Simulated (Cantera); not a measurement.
Charge: 1 mol B2O3, 0.93 mol Cl2, 59 mol N2, equilibrated at 11.0 Pa.

Method: chemical equilibrium by Gibbs-energy minimisation in Cantera with the NASA 1993 tables (ideal gas, pure condensed phases). Candidate condensed phases: B, BN, B2O3; 25 gas species. Kinetics and transport are ignored.

Question: Which condensed phases are stable at each of these points (T (K)): 1123, 1173, 1223, 1273, 1323, 1373, 1423, 1473, 1523, 1573, 1623, 1673, 1723?

Answer: 
| T (K) | condensed phases | B condensed (%) |
|---|---|---|
| 1123 | B2O3(l) | 99.8 |
| 1173 | B2O3(l) | 99.4 |
| 1223 | B2O3(l) | 98.2 |
| 1273 | B2O3(l) | 93.9 |
| 1323 | B2O3(l) | 78.5 |
| 1373 | B2O3(l) | 26.1 |
| 1423 | gas only | 0.0 |
| 1473 | gas only | 0.0 |
| 1523 | gas only | 0.0 |
| 1573 | gas only | 0.0 |
| 1623 | gas only | 0.0 |
| 1673 | gas only | 0.0 |
| 1723 | gas only | 0.0 |

From 1123 K to 1373 K the condensed part is B2O3(l). From 1423 K to 1723 K nothing is condensed.
